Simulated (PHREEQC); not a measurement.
Make-up at 25 °C: 0.0034 mol/kgw NaH2PO4, 3.7e-05 mol/kgw K2HPO4 and 0.00015 mol/kgw ZnSO4. Closed to the air; pH follows from the charge balance.

Computed with PHREEQC (ion-association model, wateq4f.dat).

| quantity | before | after |
|---|---|---|
| pH | 5.25 | 7.58 |
| ionic strength (mol/kgw) | 0.00411 | 0.000668 |
| HPO4-2 (mol/kgw) | 4.55e-5 | 2.67e-5 |
| ZnSO4 (mol/kgw) | 2.91e-6 | 3.76e-6 |
| H3PO4 (mol/kgw) | 2.64e-6 | 3.84e-11 |
| HSO4- (mol/kgw) | 6.53e-8 | 3.40e-10 |
| SI of Zn3(PO4)2:4w (Zn3(PO4)2:4H2O) | -2.93 | +1.54 |
| SI of Zincite(c) (ZnO) | -4.60 | +0.12 |

Task: What was changed between the two runs?
A. K2HPO4 from 3.7e-05 to 5.55e-05 mol/kgw
B. K2HPO4 left out
C. NaH2PO4 left out
D. NaH2PO4 from 0.0034 to 0.00374 mol/kgw
E. NaH2PO4 from 0.0034 to 0.0017 mol/kgw

Result: C, NaH2PO4 left out

This is a speciation only: nothing precipitates in the calculation. Some of these states are supersaturated (in Zn3(PO4)2:4w, Zincite(c) (slow to form), for instance). H3PO4, which wateq4f.dat lacks, is added to it with the constant of phreeqc.dat. The database has no phosphate complexes of Zn.
